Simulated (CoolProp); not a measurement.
A single-stage vapour-compression cycle with the fluid: evaporating at 278.15 K (dew point), condensing at 327.15 K (bubble point), superheat 8 K, subcooling 2 K, compressor efficiency 0.8, no pressure losses. The same conditions are run with several fluids, on thermodynamics alone (safety and materials aside).

The numbers come from the reference Helmholtz-energy equation of state of each fluid (dimethyl ether: Wu 2011; R152A: Outcalt 1996; isohexane: Lemmon 2006; R124: de Vries 1995; hydrogen sulfide: Lemmon 2006; n-pentane: Thol 2019) in CoolProp.

```tsv
fluid	cooling COP	pressure ratio	discharge temperature (K)	refrigerating effect (kJ/kg)	volumetric capacity (kJ/m³)
dimethyl ether	(withheld)	(withheld)	355.8	325	2140
R152A	3.64	4.13	357.3	225	2140
isohexane	3.78	7.20	329.9	267	112
R124	(withheld)	4.38	338.3	110	1310
hydrogen sulfide	3.43	3.24	(withheld)	357	6880
n-pentane	3.79	5.89	(withheld)	284	268
```

Fill in the missing entries.


- dimethyl ether, cooling COP: 3.70
- dimethyl ether, pressure ratio: 3.98
- R124, cooling COP: 3.55
- hydrogen sulfide, discharge temperature (K): 402.5
- n-pentane, discharge temperature (K): 333.5
